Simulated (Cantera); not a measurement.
Adiabatic ignition

An adiabatic, constant-volume homogeneous reactor starts with 7.60 % CO, 4.26 % H2, 18.5 % O2, 69.6 % N2, equivalence ratio 0.32, at 1750 K and 0.460 bar.

Detailed kinetics in Cantera: GRI-Mech 3.0 (53 species, 325 reactions).

```csv
t (s),T (K),P (bar),x CO,x H2,x O2,x O,x NO,x H2O,x NO2
1.00e-6,1750,0.460,0.0760,0.0426,0.185,1.86e-7,<1e-12,3.49e-8,<1e-12
2.85e-6,1750,0.460,0.0760,0.0426,0.185,8.68e-7,<1e-12,6.66e-7,<1e-12
8.09e-6,1750,0.460,0.0760,0.0425,0.185,1.21e-5,3.88e-12,2.07e-5,<1e-12
2.30e-5,1751,0.460,0.0744,0.0262,0.174,0.00626,1.57e-8,0.0108,1.43e-12
6.55e-5,1840,0.482,0.0469,0.00307,0.136,0.0347,5.01e-6,0.0276,9.56e-10
0.000186,2033,0.527,0.0282,0.00324,0.127,0.0347,3.74e-5,0.0275,7.08e-9
0.000530,2294,0.585,0.0224,0.00227,0.130,0.0217,0.000220,0.0324,5.89e-8
0.00151,2517,0.633,0.0140,0.00124,0.131,0.0108,0.00147,0.0367,6.89e-7
0.00429,2555,0.641,0.0117,0.00103,0.129,0.00860,0.00545,0.0377,2.86e-6
0.0122,2545,0.638,0.0113,0.000995,0.126,0.00806,0.0125,0.0380,6.55e-6
0.0347,2537,0.636,0.0110,0.000974,0.124,0.00770,0.0175,0.0382,9.14e-6
0.0988,2537,0.636,0.0110,0.000972,0.123,0.00767,0.0180,0.0382,9.41e-6
0.281,2537,0.636,0.0110,0.000972,0.123,0.00767,0.0180,0.0382,9.41e-6
0.800,2537,0.636,0.0110,0.000972,0.123,0.00767,0.0180,0.0382,9.41e-6
```
x: mole fraction; the columns are a selection and need not sum to one.

```yaml
time_of_steepest_temperature_rise: 30.2 µs
temperature at 0.800 s: 2537 K
equilibrium_temperature: 2537 K
x(CO) at 0.800 s: 0.0110 (gas-phase equilibrium 0.0110)
x(H2) at 0.800 s: 0.000972 (gas-phase equilibrium 0.000972)
x(O2) at 0.800 s: 0.123 (gas-phase equilibrium 0.123)
```
